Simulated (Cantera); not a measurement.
A closed system holds: 1 mol V, 0.059 mol H₂O, 7.4 mol N₂, equilibrated at 0.0630 bar.

These are equilibrium values from Cantera (NASA tables, ideal gas, pure condensed phases), not measurements of a reactor. Candidate condensed phases: H₂O, V, VN, VO, V₂O₃, V₂O₄, V₂O₅; 28 gas species. Each liquid is taken as pure. Mutual solubility and eutectic melting of coexisting phases are not modelled. VN, VO: taken at fixed stoichiometry. Condensed phases not in the tables: the oxides between V₂O₃ and V₂O₅ other than VO₂, solid solutions among these carbides, nitrides and lower oxides, V₂N, N, O or C dissolved in the metal. The numbers say what is thermodynamically allowed, not how fast it happens.

x: gas mole fraction; n: condensed amount in mol.

| T (K) | x N₂ | x V | x H₂ | x H | n VN(s) | n V₂O₃(s) | n VO(s) | n VO(l) | n V(l) |
|---|---|---|---|---|---|---|---|---|---|
| 1273 | 0.992 | <1e-12 | 0.00842 | 2.61e-7 | 0.961 | 0.0196 | 0 | 0 | 0 |
| 1373 | 0.992 | <1e-12 | 0.00842 | (withheld) | 0.961 | 0.0196 | 0 | 0 | 0 |
| 1473 | 0.992 | 1.33e-12 | 0.00842 | 4.62e-6 | 0.961 | 0.0196 | 0 | 0 | 0 |
| 1573 | 0.992 | (withheld) | 0.00840 | (withheld) | 0.941 | 0 | 0.0588 | 0 | 0 |
| 1673 | 0.992 | 1.48e-9 | 0.00839 | 4.16e-5 | 0.941 | 0 | 0.0588 | 0 | 0 |
| 1773 | 0.992 | 2.69e-8 | 0.00837 | 0.000104 | 0.941 | 0 | 0.0588 | 0 | 0 |
| 1873 | 0.991 | 3.57e-7 | 0.00831 | 0.000234 | 0.941 | 0 | 0.0588 | 0 | 0 |
| 1973 | 0.991 | 3.62e-6 | 0.00818 | 0.000486 | 0.941 | 0 | 0.0586 | 0 | 0 |
| 2073 | 0.991 | 2.91e-5 | 0.00796 | 0.000935 | 0.941 | 0 | 0 | 0.0579 | 0 |
| 2173 | 0.990 | 0.000193 | 0.00758 | 0.00167 | 0.940 | 0 | 0 | 0.0560 | 0 |
| 2273 | 0.988 | 0.00107 | 0.00700 | 0.00280 | 0.934 | 0 | 0 | 0.0511 | 0 |
| 2373 | 0.984 | 0.00374 | 0.00573 | 0.00421 | 0 | 0 | 0 | 0.0366 | 0.915 |
| 2473 | 0.972 | 0.00985 | 0.00470 | 0.00609 | 0 | 0 | 0 | 0.00185 | 0.871 |
| 2573 | 0.957 | 0.0239 | 0.00355 | 0.00815 | 0 | 0 | 0 | 0 | 0.758 |

Q: Some entries are withheld; supply them.

A: 
- 1573, x V: 5.56e-11
- 1573, x H: 1.48e-5
- 1373, x H: 1.22e-6
